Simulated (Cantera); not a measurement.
An isothermal, constant-pressure homogeneous reactor starts with C2H6 : N2 = 1 : 1.2 (molar parts), at 2000 K and 25000 Pa. Integrator tolerance rtol = 1e-08.

Cantera simulation using GRI-Mech 3.0 (53 species, 325 reactions); the numbers are that mechanism's predictions, not measurements. GRI-Mech 3.0 stops at C3 and has no aromatics, soot or wall deposition, so with more carbon than oxygen in the feed, carbon stays in small species such as C2H2 where larger ones or solid carbon would form.

Q: What does this change do: N2 1.2 to 0.16 parts?

A: 
```csv
quantity,before,after
x(C2H6) at 300 s,1.08e-8 (gas-phase equilibrium 8.13e-9),2.63e-8 (gas-phase equilibrium 2.41e-8)
x(H2) at 300 s,0.474 (gas-phase equilibrium 0.474),0.630 (gas-phase equilibrium 0.630)
x(C2H4) at 300 s,0.000182 (gas-phase equilibrium 0.000136),0.000330 (gas-phase equilibrium 0.000303)
x(H) at 300 s,0.00226 (gas-phase equilibrium 0.00226),0.00260 (gas-phase equilibrium 0.00260)
x(C2H2) at 300 s,0.229 (gas-phase equilibrium 0.171),0.313 (gas-phase equilibrium 0.288)
```

Q: What does this change do: temperature 2000 to 1700 K?

A: 
```csv
quantity,before,after
x(C2H6) at 300 s,1.08e-8 (gas-phase equilibrium 8.13e-9),3.55e-7 (gas-phase equilibrium 2.69e-7)
x(H2) at 300 s,0.474 (gas-phase equilibrium 0.474),0.470 (gas-phase equilibrium 0.471)
x(C2H4) at 300 s,0.000182 (gas-phase equilibrium 0.000136),0.00134 (gas-phase equilibrium 0.00101)
x(H) at 300 s,0.00226 (gas-phase equilibrium 0.00226),0.000204 (gas-phase equilibrium 0.000204)
x(C2H2) at 300 s,0.229 (gas-phase equilibrium 0.171),0.236 (gas-phase equilibrium 0.178)
```
